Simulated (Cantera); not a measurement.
What does this Cantera script print?

```python
import numpy as np
import cantera as ct

gas = ct.Solution("gri30.yaml", transport_model="multicomponent")
show = ['NO', 'CH3', 'C2H2']

rows = []
print(f"{'T/K':>7s}{'rho':>11s}{'cp':>10s}{'mu':>11s}{'lambda':>11s}{'Pr':>7s}" + "".join(f"{'D_' + s:>11s}" for s in show))
for T in [400, 650, 900, 1150, 1400, 1650, 1900, 2150]:
    gas.TPX = T, 54, {'CO2': 0.91, 'C2H6': 0.69}
    Pr = gas.cp_mass * gas.viscosity / gas.thermal_conductivity
    D = [gas.mix_diff_coeffs_mole[gas.species_index(s)] for s in show]
    rows.append([gas.density, gas.cp_mass, gas.viscosity, gas.thermal_conductivity, Pr, *D])
    print(f"{T:7g}{gas.density:11.4e}{gas.cp_mass:10.1f}{gas.viscosity:11.4e}"
          f"{gas.thermal_conductivity:11.4e}{Pr:7.3f}" + "".join(f"{d:11.4e}" for d in D))
print("SI units: kg/m3, J/kg/K, Pa s, W/m/K, m2/s")
```

It prints:

```
    T/K        rho        cp         mu     lambda     Pr       D_NO      D_CH3     D_C2H2
    400 6.1696e-04    1357.2 1.6497e-05 2.9512e-02  0.759 4.7701e-02 5.3321e-02 3.8731e-02
    650 3.7967e-04    1800.4 2.4840e-05 5.8920e-02  0.759 1.1190e-01 1.2697e-01 9.3783e-02
    900 2.7421e-04    2102.3 3.1801e-05 8.8206e-02  0.758 1.9510e-01 2.2287e-01 1.6592e-01
   1150 2.1460e-04    2325.8 3.7900e-05 1.1651e-01  0.757 2.9500e-01 3.3815e-01 2.5282e-01
   1400 1.7627e-04    2481.3 4.3412e-05 1.4265e-01  0.755 4.1012e-01 4.7102e-01 3.5304e-01
   1650 1.4957e-04    2592.8 4.8499e-05 1.6684e-01  0.754 5.3941e-01 6.2023e-01 4.6560e-01
   1900 1.2989e-04    2672.4 5.3268e-05 1.8918e-01  0.752 6.8209e-01 7.8487e-01 5.8978e-01
   2150 1.1478e-04    2729.9 5.7790e-05 2.0996e-01  0.751 8.3756e-01 9.6423e-01 7.2507e-01
SI units: kg/m3, J/kg/K, Pa s, W/m/K, m2/s
```

Model: GRI-Mech 3.0 (53 species, 325 reactions), integrated in Cantera. The composition is frozen, though it would react at the higher temperatures.
